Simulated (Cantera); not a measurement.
## Diamond growth

A diamond (100) surface in a fixed gas of H2 with x(CH4) = 0.0048, x(H) = 0.0003, x(CH3) = 0.0012, at 1100 K; coverages are run to steady state.

Computed with Cantera and the Harris–Goodwin 1993 mechanism for the reconstructed diamond (100) surface.

```tsv
P (Pa)	growth (µm/h)	θ c6HH	θ c6H*	θ c6*H	θ c6**	θ c6HM
1200	0.444	0.514	0.0245	0.388	0.00642	0.0375
1600	0.697	0.505	0.0240	0.381	0.00630	0.0485
2200	1.16	0.493	0.0234	0.371	0.00613	0.0638
3000	1.91	0.479	0.0227	0.359	0.00593	0.0822
4200	3.28	0.459	0.0217	0.344	0.00567	0.106
5800	5.46	0.438	0.0206	0.326	0.00539	0.133
8000	8.96	0.414	0.0194	0.307	0.00507	0.163
11000	14.4	0.389	0.0181	0.287	0.00473	0.195
```
θ: site fractions in the mechanism's names (c6HH fully hydrogenated, c6H* and c6*H radical sites, c6** diradical, c6HM methylated).
